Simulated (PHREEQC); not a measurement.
0.024 g of hydrous ferric oxide (600 m²/g; 0.2 weak and 0.005 strong sites per Fe, Dzombak-Morel constants, diffuse double layer) in 1 kg of water with 0.001 mol/kgw of an inert sodium salt, at 25 °C; the pH is set by adding NaOH or the inert anion's acid. O2 is buffered at 0.21 atm. CO2 from the air is kept out. Precipitation was switched off in this run.

Computed with PHREEQC (ion-association model, wateq4f.dat).

Predict surface charge σ (C/m²) at pH = 7.33, 8, 10.


```
pH    surface charge σ (C/m²)
----  -----------------------
7.33                    0.004
8                       0.000
10                     -0.015
```
